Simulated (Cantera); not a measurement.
An adiabatic, constant-pressure homogeneous reactor starts with CH4 : CO : O2 : N2 : H2O = 1 : 1.2 : 5.42 : 20.4 : 12 (molar parts), at 1500 K and 960000 Pa.

Detailed kinetics in Cantera: GRI-Mech 3.0 (53 species, 325 reactions).

x: mole fraction; the columns are a selection and need not sum to one.

| t (s) | T (K) | x CH4 | x CO | x O2 | x CH3 | x H2 | x HCN | x NO |
|---|---|---|---|---|---|---|---|---|
| 6.00e-6 | 1500 | 0.0250 | 0.0300 | 0.135 | 4.63e-6 | 3.87e-7 | <1e-12 | <1e-12 |
| 2.14e-5 | 1500 | 0.0249 | 0.0300 | 0.135 | ? | ? | <1e-12 | <1e-12 |
| 7.63e-5 | 1503 | 0.0244 | 0.0299 | 0.135 | 0.000101 | 9.53e-5 | <1e-12 | 1.77e-12 |
| 0.000272 | 2165 | <1e-12 | 0.000323 | 0.0708 | <1e-12 | 0.000395 | 1.10e-12 | ? |
| 0.000971 | 2165 | <1e-12 | 0.000319 | 0.0708 | <1e-12 | 0.000394 | <1e-12 | 2.82e-5 |
| 0.00346 | 2165 | <1e-12 | 0.000319 | 0.0708 | <1e-12 | 0.000394 | <1e-12 | 0.000112 |
| 0.0124 | 2165 | <1e-12 | 0.000318 | 0.0706 | <1e-12 | 0.000393 | <1e-12 | 0.000406 |
| 0.0441 | 2163 | <1e-12 | 0.000315 | 0.0701 | <1e-12 | 0.000389 | <1e-12 | 0.00137 |
| 0.157 | 2158 | <1e-12 | 0.000308 | 0.0690 | <1e-12 | 0.000381 | <1e-12 | 0.00367 |
| 0.561 | 2155 | <1e-12 | 0.000303 | 0.0682 | <1e-12 | 0.000376 | <1e-12 | 0.00521 |
| 2.00 | 2155 | <1e-12 | 0.000303 | 0.0682 | <1e-12 | 0.000376 | <1e-12 | 0.00526 |

**Question.** Fill in the missing entries.

**Answer.** 
- 2.14e-5, x CH3: 2.67e-5
- 2.14e-5, x H2: 4.26e-6
- 0.000272, x NO: 4.53e-6
